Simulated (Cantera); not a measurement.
Gas mixture: C2H4 = 0.4 (molar parts), at 0.740 atm, frozen composition.

Cantera's kinetic-theory transport with the Lennard-Jones parameters of GRI-Mech 3.0, ideal gas; thermal conductivity in the mixture-averaged form. The composition is frozen, though it would react at the higher temperatures.

D: mixture-averaged diffusion coefficient of that species in the mixture.

```csv
T (K),ρ (kg/m³),cp (J/kg/K),μ (µPa s),λ (mW/m/K),Pr,D (cm²/s) NO,D (cm²/s) NH3,D (cm²/s) CH4
400,0.633,1877,13.3,33.6,0.745,0.362,0.376,0.393
600,0.422,2529,19.1,64.4,0.750,0.743,0.824,0.817
800,0.316,2991,24.1,96.4,0.746,1.22,1.41,1.35
1000,0.253,3354,28.5,128,0.748,1.78,2.11,1.98
1200,0.211,3625,[?],[?],0.747,[?],[?],[?]
1400,0.181,3836,[?],[?],0.747,[?],[?],[?]
```

**Question.** What belongs in the gaps?

**Answer.** 
- 1200, μ (µPa s): 32.5
- 1200, λ (mW/m/K): 158
- 1200, D (cm²/s) NO: 2.42
- 1200, D (cm²/s) NH3: 2.91
- 1200, D (cm²/s) CH4: 2.70
- 1400, μ (µPa s): 36.2
- 1400, λ (mW/m/K): 186
- 1400, D (cm²/s) NO: 3.14
- 1400, D (cm²/s) NH3: 3.81
- 1400, D (cm²/s) CH4: 3.50
